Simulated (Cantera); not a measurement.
A closed system holds: 1 mol CaCO3, 0.0072 mol C, 8.9 mol CO2, equilibrated at 2223.15 K and 1 atm.

Method: chemical equilibrium by Gibbs-energy minimisation in Cantera with the NASA 1993 tables (ideal gas, pure condensed phases). Candidate condensed phases: C, Ca, CaCO3, CaO; 15 gas species. Kinetics and transport are ignored.

Base state: CO2 0.933, CO 0.0447, O2 0.0214, O 0.000455 (mole fractions); condensed: CaO(s).

What changes in the equilibrium state with this change: C from 0.0072 to 0.51 mol?


```tsv
species	before	after
CO2	0.933	0.891
CO	0.0447	0.105
O2	0.0214	0.00355
O	0.000455	0.000185
CaO(s), mol	1.000	1.000
```
